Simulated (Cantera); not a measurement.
Charge: 1 mol C₂H₆, 0.016 mol NH₃, equilibrated at 170000 Pa.

Cantera equilibrium calculation (NASA polynomials, part measured and part estimated; ideal gas, pure solids and liquids). Candidate condensed phases: C, C₆H₆, C₇H₈, C₈H₁₈; 92 gas species. Equilibrium is a limit: real reactors are often held back by kinetics, nucleation or transport. All values below are at 1798 K.

Base state: H₂ 0.995, N₂ 0.00248, CH₄ 0.00130, HCN 0.000302, H 0.000269, C₂H₂ (acetylene) 0.000172, HNC 1.14e-5 (mole fractions); condensed: C(graphite).

Q: What changes in the equilibrium state with this change: NH₃ from 0.016 to 0.035 mol?

A: 
```
species             before     after
----------------  --------  --------
H₂                   0.995     0.992
N₂                 0.00248   0.00547
CH₄                0.00130   0.00130
HCN               0.000302  0.000448
HNC                1.14e-5   1.69e-5
C₂H₂ (acetylene)  0.000172  0.000171
C(graphite), mol      1.99      1.99
```
